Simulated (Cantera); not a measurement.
Cantera run:

```python
import numpy as np
import cantera as ct

gas_names = [...]  # 110 gases of nasa_gas.yaml made of C, H, O
cond_names = """
    C(gr) C6H6(L) C7H8(L) C8H18(L),n-octa H2O(s) H2O(L)
""".split()


# ... load() reads the species with a 1 bar reference pressure and builds the phases ...
atoms = {
    'C2H6': {'C': 2, 'H': 6},
    'O2': {'O': 2},
    'H2': {'H': 2},
}
top_T = {'C(gr)': 4500}  # K; cautious upper limits of use, not melting points


# ... equilibrate(T, P, feed) seeds the gas with the atoms and calls Mixture.equilibrate('TP', solver="vcs", rtol=1e-11, max_steps=5000) ...
results = []
feed = {'C2H6': 1, 'O2': 1.1, 'H2': 0.5}  # mol
T = 1023.15  # K
P = 13332.2  # Pa
mix = equilibrate(T, P, feed)
results.append((T, P, feed, dict(zip(mix.species_names, mix.species_moles))))
print(gas.report(threshold=1e-05))
for i in range(1, mix.n_phases):
    print(f"{mix.phase(i).name:16s} {mix.phase_moles(i):12.5e} mol")
```

Output:

```
       temperature   1023.1 K
          pressure   13332 Pa
           density   0.018936 kg/m^3
  mean mol. weight   12.082 kg/kmol
   phase of matter   gas

                          1 kg             1 kmol
                     ---------------   ---------------
          enthalpy       -2.3121e+06       -2.7937e+07  J
   internal energy       -3.0162e+06       -3.6443e+07  J
           entropy             18002        2.1751e+05  J/K
    Gibbs function       -2.0731e+07       -2.5048e+08  J
 heat capacity c_p            2649.5             32012  J/K
 heat capacity c_v            1961.3             23698  J/K

                      mass frac. Y      mole frac. X     chem. pot. / RT
                     ---------------   ---------------   ---------------
               CH4         0.0017817         0.0013418           -42.718
                CO            0.8049           0.34721           -41.726
               CO2          0.058516          0.016065           -80.867
                H2           0.10239           0.61365           -20.066
               H2O          0.032411          0.021738           -59.207
     [ +105 minor]        5.5938e-08        3.0989e-08

C(gr)             0.00000e+00 mol
```

Cantera equilibrium calculation (NASA polynomials, part measured and part estimated; ideal gas, pure solids and liquids).
